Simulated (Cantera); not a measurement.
Chlorosilane synthesis and conversion: Si + HCl + H2

Charge: 1 mol Si, 3.5 mol HCl, 14 mol H2, held at 1.00 bar.

Method: chemical equilibrium by Gibbs-energy minimisation in Cantera with the NASA 1993 tables (ideal gas, pure condensed phases). Candidate condensed phases: Si; 19 gas species. The tables' values for SiCl3 are old estimates; treat these amounts as uncertain. The numbers say what is thermodynamically allowed, not how fast it happens.

```json
[
 {"T (K)": "525", "log p H2": "-0.03", "log p HCl": "-5.43", "log p SiCl4": "-1.50", "log p SiHCl3": "-1.55", "log p SiCl2": "-11.45", "n Si(s)": "0"},
 {"T (K)": "600", "log p H2": "-0.03", "log p HCl": "-4.53", "log p SiCl4": "-1.50", "log p SiHCl3": "-1.56", "log p SiCl2": "-9.43", "n Si(s)": "0"},
 {"T (K)": "675", "log p H2": "-0.03", "log p HCl": "-3.85", "log p SiCl4": "-1.50", "log p SiHCl3": "-1.56", "log p SiCl2": "-7.86", "n Si(s)": "0.000219"},
 {"T (K)": "750", "log p H2": "-0.03", "log p HCl": "-3.29", "log p SiCl4": "-1.49", "log p SiHCl3": "-1.57", "log p SiCl2": "-6.62", "n Si(s)": "0.00353"},
 {"T (K)": "825", "log p H2": "-0.03", "log p HCl": "-2.84", "log p SiCl4": "-1.49", "log p SiHCl3": "-1.59", "log p SiCl2": "-5.61", "n Si(s)": "0.00931"},
 {"T (K)": "900", "log p H2": "-0.03", "log p HCl": "-2.46", "log p SiCl4": "-1.49", "log p SiHCl3": "-1.60", "log p SiCl2": "-4.77", "n Si(s)": "0.0195"},
 {"T (K)": "975", "log p H2": "-0.03", "log p HCl": "-2.15", "log p SiCl4": "-1.50", "log p SiHCl3": "-1.62", "log p SiCl2": "-4.06", "n Si(s)": "0.0364"},
 {"T (K)": "1050", "log p H2": "-0.03", "log p HCl": "-1.89", "log p SiCl4": "-1.51", "log p SiHCl3": "-1.64", "log p SiCl2": "-3.47", "n Si(s)": "0.0618"},
 {"T (K)": "1125", "log p H2": "-0.03", "log p HCl": "-1.66", "log p SiCl4": "-1.54", "log p SiHCl3": "-1.68", "log p SiCl2": "-2.96", "n Si(s)": "0.0956"},
 {"T (K)": "1200", "log p H2": "-0.04", "log p HCl": "-1.47", "log p SiCl4": "-1.60", "log p SiHCl3": "-1.73", "log p SiCl2": "-2.54", "n Si(s)": "0.134"},
 {"T (K)": "1275", "log p H2": "-0.04", "log p HCl": "-1.32", "log p SiCl4": "-1.68", "log p SiHCl3": "-1.80", "log p SiCl2": "-2.18", "n Si(s)": "0.171"},
 {"T (K)": "1350", "log p H2": "-0.05", "log p HCl": "-1.20", "log p SiCl4": "-1.82", "log p SiHCl3": "-1.92", "log p SiCl2": "-1.90", "n Si(s)": "0.195"}
]
```
log p: log10 of the partial pressure in bar; n: condensed amount in mol.

From 525 K to 600 K nothing is condensed. From 675 K to 1350 K the condensed part is Si(s). The main Si-bearing gas is SiCl4 throughout.
